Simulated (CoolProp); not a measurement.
Vapour pressure (MPa) of R141b: the reference equation beside estimates from Tc = 477.5 K, pc = 4.212 MPa, ω = 0.220.

Computed with CoolProp (reference Helmholtz-energy equation of state, Lemmon 2006). It is a short technical equation, of lower accuracy than the large ones.

| T (K) | reference | van der Waals | Redlich-Kwong |
|---|---|---|---|
| 244.1 | 0.006183 | 0.1358 | 0.01287 |
| 251.4 | 0.009406 | (withheld) | 0.01892 |
| 258.7 | 0.01392 | 0.1977 | 0.02708 |
| 265.9 | 0.01997 | 0.2345 | 0.03764 |
| 273.2 | 0.02816 | (withheld) | 0.05141 |
| 280.4 | 0.03871 | (withheld) | 0.06854 |
| 287.7 | (withheld) | 0.3748 | 0.09010 |
| 295 | 0.06980 | 0.4322 | 0.1165 |
| 302.2 | 0.09109 | 0.4945 | 0.1478 |
| 309.5 | 0.1176 | 0.5634 | 0.1857 |
| 316.7 | 0.1492 | (withheld) | 0.2296 |
| 324 | 0.1877 | 0.7189 | 0.2816 |

Q: What belongs in the gaps?

A: 
- 251.4, van der Waals: 0.1647
- 273.2, van der Waals: 0.2765
- 280.4, van der Waals: 0.3228
- 287.7, reference: 0.05244
- 316.7, van der Waals: 0.6375

Absolute difference from the reference over all 12 rows, mean and median: van der Waals 860.3 and 674.3 %, Redlich-Kwong 76.2 and 74.4 %.
